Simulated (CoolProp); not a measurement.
The numbers come from the reference Helmholtz-energy equation of state, Bücker 2006 in CoolProp.

Give the vapour pressure (MPa), enthalpy of vaporisation (kJ/kg), vapour Z, surface tension (mN/m) of saturated ethane at -19.15 °C.


```tsv
T (°C)	p (MPa)	enthalpy of vaporisation (kJ/kg)	vapour Z	surface tension (mN/m)
-19.15	1.46	362	0.781	5.76
```

Surface tension comes from a separate correlation (Mulero 2012).
